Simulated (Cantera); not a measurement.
Counterflow diffusion flame

A counterflow diffusion flame at 1.90 bar, nozzles 20 mm apart: fuel side CH4 : H2 = 1 : 1.1 (molar parts) at 600 K, oxidiser side O2 : N2 = 0.27 : 0.73 (molar parts) at 600 K, fuel mass flux 0.52 times the oxidiser's; mixture-averaged transport, no radiation.

Cantera simulation using GRI-Mech 3.0 (53 species, 325 reactions); the numbers are that mechanism's predictions, not measurements. GRI-Mech 3.0 has no aromatics or soot, which form on the fuel side of real flames. The maximum strain rate includes the flame's own expansion and is several times the mean.

```
oxidiser flux (kg/m²/s)  max strain (1/s)  mean strain (1/s)  T max (K)  peak x OH  peak x H  peak x NO  peak x CO  peak x C2H2
-----------------------  ----------------  -----------------  ---------  ---------  --------  ---------  ---------  -----------
1.1                                   519                136       2614     0.0218   0.00975    0.00121     0.0647       0.0146
1.8                                   817                223       2573     0.0220    0.0104   0.000836     0.0619       0.0141
2.7                                  1180                334       2533     0.0221    0.0111   0.000626     0.0597       0.0137
4.1                                  1710                507       2493     0.0222    0.0119   0.000485     0.0578       0.0133
6.4                                  2530                791       2456     0.0223    0.0130   0.000383     0.0562       0.0129
9.8                                  3740               1210       2420     0.0220    0.0140   0.000306     0.0546       0.0125
15                                   5650               1850       2386     0.0215    0.0149   0.000243     0.0532       0.0120
```
x: mole fraction; the columns are a selection and need not sum to one.
